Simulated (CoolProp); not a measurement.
The fluid at 298.15 K and 1.56 MPa is throttled through a valve to 0.341 MPa with no heat exchange. The same conditions are run with several fluids, on thermodynamics alone (safety and materials aside).

Computed with CoolProp (reference Helmholtz-energy equation of state of each fluid (R113: Marx 1992; n-perfluorobutane: Gao 2022; C3F8 (R218): Lemmon 2006; n-octane: Beckmüller 2019; chlorine: Thol 2021)).

```json
[
 {"fluid": "R113", "temperature change (K)": "+0.5", "final phase": "liquid", "final density (kg/m³)": "1560"},
 {"fluid": "n-perfluorobutane", "temperature change (K)": "+0.2", "final phase": "liquid", "final density (kg/m³)": "1500"},
 {"fluid": "C3F8 (R218)", "temperature change (K)": "-30.9", "final phase": "two-phase, vapour fraction 0.367", "final density (kg/m³)": "86.1"},
 {"fluid": "n-octane", "temperature change (K)": "+0.5", "final phase": "liquid", "final density (kg/m³)": "698"},
 {"fluid": "chlorine", "temperature change (K)": "-27.3", "final phase": "two-phase, vapour fraction 0.101", "final density (kg/m³)": "106"}
]
```
